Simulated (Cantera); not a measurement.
Source: NASA polynomial tables (part measured, part estimated), evaluated in Cantera. Values are per mole of reaction as written; species without (g) are pure solids or liquids, kept so even where they would boil at 1 bar. VN: taken at fixed stoichiometry.

Task: Between 1498 and 2098 K, where is each reaction favourable under standard conditions?
- 3 N(g) + V2O3 = 2 V + 3 NO(g)
- 2 NO(g) + VN = VO2(g) + 3 N(g)
- N2(g) + V2O4 = 2 V + 2 NO2(g)

Result: 
- 3 N(g) + V2O3 = 2 V + 3 NO(g): ΔG° is -77 kJ at 1498 K and -115 kJ at 2098 K; it stays negative (K > 1). ΔH° is 5 kJ and ΔS° 57 J/K at 2098 K.
- 2 NO(g) + VN = VO2(g) + 3 N(g): ΔG° is 816 kJ at 1498 K and 657 kJ at 2098 K; it stays positive (K < 1). ΔH° is 1209 kJ and ΔS° 263 J/K at 2098 K.
- N2(g) + V2O4 = 2 V + 2 NO2(g): ΔG° is 1197 kJ at 1498 K and 1115 kJ at 2098 K; it stays positive (K < 1). ΔH° is 1319 kJ and ΔS° 97 J/K at 2098 K.
